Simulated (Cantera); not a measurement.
A Cantera script and its output.

```python
import numpy as np
import cantera as ct

gas = ct.Solution("h2o2.yaml")
gas.TPX = 1100, 11000, {'H2': 0.49, 'O2': 1, 'N2': 13}
reactor = ct.IdealGasConstPressureReactor(gas, energy="off", clone=False)
net = ct.ReactorNet([reactor])
net.rtol, net.atol = 1e-08, 1e-18
show = ['H2', 'O2', 'OH', 'HO2', 'H2O2', 'H2O']
times = np.geomspace(2e-06, 40, 10)

steps = ct.SolutionArray(gas, extra=["t"])
rows = []
print(f"{'t/s':>10s}{'T/K':>9s}{'P/Pa':>11s}" + "".join(f"{s:>11s}" for s in show))
for t in times:
    while net.time < t:
        t_next = net.step()
        steps.append(gas.state, t=t_next)
    rows.append([np.interp(t, steps.t, y) for y in (steps.T, steps.P, *steps(*show).X.T)])
    print(f"{t:10.3e}{rows[-1][0]:9.1f}{rows[-1][1]:11.4g}" + "".join(f"{x:11.3e}" for x in rows[-1][2:]))
rate = np.gradient(steps.T, steps.t)
print("integrator steps:", len(steps.t))
if steps.T.max() > steps.T[0] + 200:
    print(f"time of steepest temperature rise: {steps.t[rate.argmax()]:.4e} s")
gas.TPX = 1100, 11000, {'H2': 0.49, 'O2': 1, 'N2': 13}
gas.equilibrate("TP")
print(f"equilibrium (TP): T = {gas.T:.1f} K  " + "  ".join(f"{s} {gas[s].X[0]:.3e}" for s in show))
```

Result:

```
       t/s      T/K       P/Pa         H2         O2         OH        HO2       H2O2        H2O
 2.000e-06   1100.0    1.1e+04  3.382e-02  6.901e-02  3.544e-14  4.483e-12  3.929e-17  1.719e-15
 1.295e-05   1100.0    1.1e+04  3.382e-02  6.901e-02  1.205e-12  2.909e-11  1.652e-15  3.968e-13
 8.385e-05   1100.0    1.1e+04  3.382e-02  6.901e-02  2.531e-11  1.912e-10  6.964e-14  5.884e-11
 5.429e-04   1100.0    1.1e+04  3.382e-02  6.901e-02  2.865e-09  2.060e-09  3.605e-12  2.279e-08
 3.515e-03   1100.0    1.1e+04  2.037e-03  5.323e-02  9.019e-04  3.507e-06  2.076e-07  2.744e-02
 2.276e-02   1100.0    1.1e+04  6.221e-05  5.294e-02  1.251e-04  1.575e-06  1.838e-07  3.425e-02
 1.474e-01   1100.0    1.1e+04  1.182e-06  5.300e-02  1.871e-05  9.405e-08  2.014e-08  3.439e-02
 9.541e-01   1100.0    1.1e+04  6.864e-08  5.300e-02  5.124e-06  7.754e-09  2.157e-09  3.440e-02
 6.178e+00   1100.0    1.1e+04  7.771e-09  5.300e-02  1.796e-06  1.072e-09  2.962e-10  3.440e-02
 4.000e+01   1100.0    1.1e+04  1.224e-09  5.300e-02  7.178e-07  4.406e-10  4.946e-11  3.440e-02
integrator steps: 1914
equilibrium (TP): T = 1100.0 K  H2 5.976e-10  O2 5.300e-02  OH 4.924e-07  HO2 4.796e-10  H2O2 2.373e-11  H2O 3.440e-02
```

Detailed kinetics in Cantera: the H2/O2 subset of GRI-Mech 3.0, which has no nitrogen chemistry. The temperature is held fixed by assumption; the heat of reaction is taken as removed at once.
